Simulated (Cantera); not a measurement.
## Stirred combustor or abatement burner

A perfectly stirred reactor is fed with CO : H2 : CH4 : O2 : N2 = 1 : 0.11 : 0.24 : 1.04 : 12.4 (molar parts), equivalence ratio 1.00, at 0.375 atm; it is adiabatic with a 725 K inlet, and is followed from long to short residence time, starting on the burning branch (τ in s: 0.023, 0.011, 0.0055, 0.0027, 0.0013, 0.00064, 0.00031, 0.00015, 7.5e-05).

Detailed kinetics in Cantera: GRI-Mech 3.0 (53 species, 325 reactions).

```csv
τ (s),T (K),x CO,x H2,x CH4,x H2O,x O,x CO2
0.023,1534,0.0153,0.00255,1.40e-5,0.0363,0.00129,0.0707
0.011,1492,0.0181,0.00299,2.43e-5,0.0350,0.00180,0.0677
0.0055,1445,0.0213,0.00337,4.37e-5,0.0337,0.00235,0.0641
0.0027,1385,0.0263,0.00368,8.99e-5,0.0324,0.00285,0.0588
0.0013,1300,0.0363,0.00400,0.000252,0.0317,0.00282,0.0481
0.00064,725,0.0676,0.00744,0.0162,<1e-12,<1e-12,<1e-12
0.00031,725,0.0676,0.00744,0.0162,<1e-12,<1e-12,<1e-12
0.00015,725,0.0676,0.00744,0.0162,<1e-12,<1e-12,<1e-12
7.5e-5,725,0.0676,0.00744,0.0162,<1e-12,<1e-12,<1e-12
```
x: mole fraction; the columns are a selection and need not sum to one.
